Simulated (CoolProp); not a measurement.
R22 at 298.15 K and 1.63 MPa flows at 0.092 m/s in a round tube of 100 mm bore and 0.25 µm roughness, fully developed (64/Re and Nu = 3.66 if laminar; Colebrook and Gnielinski if turbulent). Each further row changes one setting.

Model: reference Helmholtz-energy equation of state, Kamei 1995, in CoolProp.

| case | Reynolds number | Darcy friction factor | pressure drop (Pa/m) | heat-transfer coefficient (W/(m² K)) | mass flow (kg/h) |
|---|---|---|---|---|---|
| as stated | 85400 | 0.0186 | 0.941 | 238 | 3110 |
| velocity 0.184 m/s | 171000 | 0.0162 | 3.27 | 423 | 6210 |
| diameter 200 mm | 171000 | 0.0161 | 0.408 | 211 | 12400 |

Viscosity comes from a separate model (Bell 2016), an estimate that may be off by 10 % or more. Thermal conductivity comes from a separate model (McLinden 2000), an estimate that may be off by 10 % or more.
